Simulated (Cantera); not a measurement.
A closed system holds: 1 mol HI, 3.1 mol O₂, 17 mol H₂, equilibrated at 36800 Torr.

Method: chemical equilibrium by Gibbs-energy minimisation in Cantera with the NASA 1993 tables (ideal gas, pure condensed phases). Candidate condensed phases: H₂O, I₂; 25 gas species. Ions and electrons are included (thermal ionisation). The ideal-gas law is rough above about 30 bar. Kinetics and transport are ignored.

log p: log10 of the partial pressure in bar; nothing condenses.

```json
[
 {"T (K)": "2000", "log p H₂": "1.47", "log p H": "-2.05", "log p H₂O": "1.22", "log p OH": "-3.30", "log p O": "-6.96", "log p HI": "0.31", "log p I": "-0.20"},
 {"T (K)": "2500", "log p H₂": "1.47", "log p H": "-0.86", "log p H₂O": "1.22", "log p OH": "-1.80", "log p O": "-4.31", "log p HI": "0.16", "log p I": "0.09"},
 {"T (K)": "3000", "log p H₂": "1.46", "log p H": "___", "log p H₂O": "1.21", "log p OH": "___", "log p O": "___", "log p HI": "___", "log p I": "___"},
 {"T (K)": "3500", "log p H₂": "1.44", "log p H": "0.49", "log p H₂O": "1.18", "log p OH": "-0.11", "log p O": "-1.29", "log p HI": "-0.19", "log p I": "0.28"},
 {"T (K)": "4000", "log p H₂": "___", "log p H": "___", "log p H₂O": "___", "log p OH": "___", "log p O": "___", "log p HI": "___", "log p I": "0.29"},
 {"T (K)": "4500", "log p H₂": "1.29", "log p H": "1.18", "log p H₂O": "0.84", "log p OH": "0.58", "log p O": "0.21", "log p HI": "-0.60", "log p I": "0.25"},
 {"T (K)": "5000", "log p H₂": "1.13", "log p H": "1.37", "log p H₂O": "0.43", "log p OH": "0.58", "log p O": "0.55", "log p HI": "-0.85", "log p I": "0.19"}
]
```

Problem. Complete the blanks.

Solution. 
- 3000, log p H: -0.07
- 3000, log p OH: -0.80
- 3000, log p O: -2.55
- 3000, log p HI: -0.02
- 3000, log p I: 0.22
- 4000, log p H₂: 1.38
- 4000, log p H: 0.89
- 4000, log p H₂O: 1.07
- 4000, log p OH: 0.35
- 4000, log p O: -0.39
- 4000, log p HI: -0.38
